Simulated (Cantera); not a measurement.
Cantera run, input and output.

```python
import numpy as np
import cantera as ct

gas = ct.Solution("gri30.yaml")
gas.TPX = 350, 16000, {'CH4': 1, 'O2': 2.1, 'N2': 5.67}
flame = ct.FreeFlame(gas, width=0.14)
flame.set_refine_criteria(ratio=3, slope=0.08, curve=0.16)
flame.transport_model = "mixture-averaged"
flame.solve(loglevel=0, auto=True)
z, T = flame.grid, flame.T
thick = (T[-1] - T[0]) / np.gradient(T, z).max()
show = ['CH4', 'O2', 'H2O', 'HO2', 'HCO', 'CH2O']
print(f"laminar burning velocity  {flame.velocity[0] * 100:.3f} cm/s")
print(f"burnt temperature         {T[-1]:.1f} K")
print(f"thermal thickness         {thick * 1e3:.4f} mm")
print(f"grid points               {len(z)}")
z0 = z[flame.heat_release_rate.argmax()]
print(f"{'z/mm':>9s}{'T/K':>9s}{'u/(m/s)':>9s}" + "".join(f"{s:>11s}" for s in show))
rows = []
for k in (-3, -2, -1.5, -1, -0.5, -0.25, 0, 0.25, 0.5, 1, 2, 4, 8):
    zz = z0 + k * thick
    rows.append([k * thick, np.interp(zz, z, T), np.interp(zz, z, flame.velocity),
                 *(np.interp(zz, z, flame.X[gas.species_index(s)]) for s in show)])
    print(f"{rows[-1][0] * 1e3:9.3f}{rows[-1][1]:9.1f}{rows[-1][2]:9.3f}" + "".join(f"{x:11.3e}" for x in rows[-1][3:]))
```

It prints:

```
laminar burning velocity  112.106 cm/s
burnt temperature         2364.6 K
thermal thickness         1.4255 mm
grid points               177
     z/mm      T/K  u/(m/s)        CH4         O2        H2O        HO2        HCO       CH2O
   -4.276    350.0    1.121  1.140e-01  2.394e-01  3.773e-07  4.298e-09  2.037e-20  4.977e-10
   -2.851    350.1    1.123  1.139e-01  2.391e-01  1.563e-05  2.262e-07  4.312e-16  4.410e-08
   -2.138    351.8    1.131  1.135e-01  2.386e-01  1.957e-04  3.386e-06  6.185e-13  8.739e-07
   -1.425    384.2    1.243  1.110e-01  2.356e-01  3.497e-03  6.090e-05  8.882e-10  2.034e-05
   -0.713    817.9    2.703  8.407e-02  2.030e-01  4.749e-02  7.185e-05  9.096e-07  4.180e-04
   -0.356   1291.2    4.336  4.778e-02  1.551e-01  9.824e-02  1.653e-04  3.155e-05  1.149e-03
    0.000   1725.2    5.869  1.351e-02  9.847e-02  1.484e-01  1.596e-04  1.276e-04  1.062e-03
    0.356   1915.0    6.542  1.609e-03  6.241e-02  1.743e-01  2.975e-05  6.198e-05  2.768e-04
    0.713   1956.7    6.675  1.062e-04  4.747e-02  1.814e-01  4.199e-06  6.753e-06  2.437e-05
    1.425   1981.4    6.725  4.310e-07  3.951e-02  1.812e-01  2.141e-06  5.626e-08  1.067e-07
    2.851   2009.3    6.789  3.589e-11  3.652e-02  1.799e-01  1.936e-06  1.929e-08  3.857e-11
    5.702   2047.0    6.894  1.282e-14  3.510e-02  1.818e-01  1.778e-06  1.610e-08  2.763e-11
   11.404   2104.2    7.056  1.532e-17  3.347e-02  1.858e-01  1.594e-06  1.234e-08  2.632e-11
```

Model: GRI-Mech 3.0 (53 species, 325 reactions), integrated in Cantera. Burning velocities carry a grid error of a few per cent, more on coarse grids.
